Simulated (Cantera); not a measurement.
A closed system holds: 1 mol SiHCl3, 1.2 mol HCl, 990 mol H2, at 1700 K and 19.0 mbar.

These are equilibrium values from Cantera (NASA tables, ideal gas, pure condensed phases), not measurements of a reactor. Candidate condensed phases: Si; 19 gas species. Gases not in the tables: Si2H6 and higher silanes. The numbers say what is thermodynamically allowed, not how fast it happens.

Base state: H2 0.995, HCl 0.00410, H 0.00107, SiCl2 6.05e-5, Si 3.57e-5, SiH2 1.41e-5 (mole fractions); condensed: Si(l).

Question: What changes in the equilibrium state with this change: H2 from 990 to 44 mol?

Answer: 
```json
[
 {"species": "H2", "before": "0.995", "after": "0.924"},
 {"species": "HCl", "before": "0.00410", "after": "0.0603"},
 {"species": "SiCl2", "before": "6.05e-5", "after": "0.0141"},
 {"species": "SiCl3", "before": "2.76e-8", "after": "9.82e-5"},
 {"species": "Cl", "before": "3.42e-6", "after": "5.21e-5"},
 {"species": "SiCl", "before": "3.28e-6", "after": "5.01e-5"},
 {"species": "SiH2", "before": "1.41e-5", "after": "1.31e-5"},
 {"species": "Si(l), mol", "before": "0.879", "after": "0.324"}
]
```
The tables' values for SiCl3, SiCl are old estimates; treat these amounts as uncertain.

Question: What changes in the equilibrium state with this change: temperature from 1700 K to 1173 K?

Answer: 
| species | before | after |
|---|---|---|
| H2 | 0.995 | 0.996 |
| HCl | 0.00410 | 0.00414 |
| SiCl2 | 6.05e-5 | 3.92e-5 |
| H | 0.00107 | 8.54e-7 |
| Si | 3.57e-5 | <1e-9 |
| SiH2 | 1.41e-5 | 6.78e-9 |
| Si(l), mol | 0.879 | 0 |
| Si(s), mol | 0 | 0.958 |
